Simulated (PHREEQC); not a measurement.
Consider water at 20 °C with 0.012 mol/kgw NaOH. Closed to the air; pH follows from the charge balance.

The numbers come from PHREEQC with the ion-association model, phreeqc.dat.

```csv
quantity,before,after
pH,12.20,2.12
ionic strength (mol/kgw),0.0120,0.0286
```

Task: Which change was made?
(A) 0.0048 mol/kgw CO2 added
(B) NaOH replaced by NaHSO4 at the same molality
(C) NaOH from 0.012 to 0.0108 mol/kgw
(D) temperature from 20 to 85 °C
(E) temperature from 20 to 75 °C

Result: B, NaOH replaced by NaHSO4 at the same molality

This is a speciation only: nothing precipitates in the calculation.
